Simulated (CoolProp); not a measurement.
C2F6 (R116) along the isobar 19.3 bar: density (kg/m³) from the reference equation and from simpler models built on Tc = 19.9 °C, pc = 30.48 bar, ω = 0.257; each cubic takes its own stable root.

Computed with CoolProp (reference Helmholtz-energy equation of state, Lemmon 2006). It is a short technical equation, of lower accuracy than the large ones.

```
T (°C)   phase  reference
------  ------  ---------
-6.85   liquid       1208
6.35       gas      173.9
19.55      gas      148.7
32.85      gas      133.1
46.05      gas      121.9
59.25      gas      113.2
72.45      gas      106.0
85.75      gas      99.96
98.95      gas      94.79
112.15     gas      90.26
125.35     gas      86.25
138.65     gas      82.63
151.85     gas      79.38
```

Problem. How far does each simpler model (Redlich-Kwong, Soave-Redlich-Kwong, Peng-Robinson) lie from the reference over these 13 states: mean and median of the absolute difference, and the worst?

Solution. 
- Redlich-Kwong: mean 2.7 %, median 1.9 %, worst -15.8 % at -6.85 °C and 19.3 bar
- Soave-Redlich-Kwong: mean 1.1 %, median 0.3 %, worst -10.9 % at -6.85 °C and 19.3 bar
- Peng-Robinson: mean 1.8 %, median 1.8 %, worst +2.8 % at 19.55 °C and 19.3 bar
